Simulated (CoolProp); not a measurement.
The fluid at 618.58 K and 4.55 MPa is throttled through a valve to 0.617 MPa with no heat exchange. The same conditions are run with several fluids, on thermodynamics alone (safety and materials aside).

Computed with CoolProp (reference Helmholtz-energy equation of state of each fluid (water: Wagner 2002; hydrogen chloride: Thol 2018; hydrogen sulfide: Lemmon 2006; ammonia: Gao 2020; ethanol: Schroeder 2014)).

```csv
fluid,temperature change (K),final density (kg/m³)
water,?,2.35
hydrogen chloride,-14.8,4.50
hydrogen sulfide,?,4.20
ammonia,?,?
ethanol,?,5.78
```

Question: Fill in the missing entries.

Answer: 
- water, temperature change (K): -42.1
- hydrogen sulfide, temperature change (K): -13.8
- ammonia, temperature change (K): -12.4
- ammonia, final density (kg/m³): 2.09
- ethanol, temperature change (K): -18.6
